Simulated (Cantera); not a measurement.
**Silicon epitaxy and polysilicon growth: Si₂Cl₆ + HCl + H₂**

A closed system holds: 1 mol Si₂Cl₆, 0.043 mol HCl, 9.5 mol H₂, equilibrated at 1298 K and 110 Pa.

Equilibrium computed with Cantera from the NASA thermochemical tables; the gas is ideal and each condensed phase is pure. Candidate condensed phases: Si; 19 gas species. The feed counts by its element totals alone. The tables' values for SiCl₃ are old estimates; treat these amounts as uncertain. Equilibrium is a limit: real reactors are often held back by kinetics, nucleation or transport.

```
Quantity       Result
----------  ---------
x(H₂)           0.677
x(HCl)          0.180
x(SiCl₂)        0.127
x(SiCl₃)       0.0104
x(SiCl₄)      0.00506
x(SiHCl₃)    0.000861
x(H)          2.66e-5
x(SiH₂Cl₂)    2.06e-5
x(Cl)         5.95e-6
n(Si(s))    0.225 mol
gas amount  12.41 mol
```
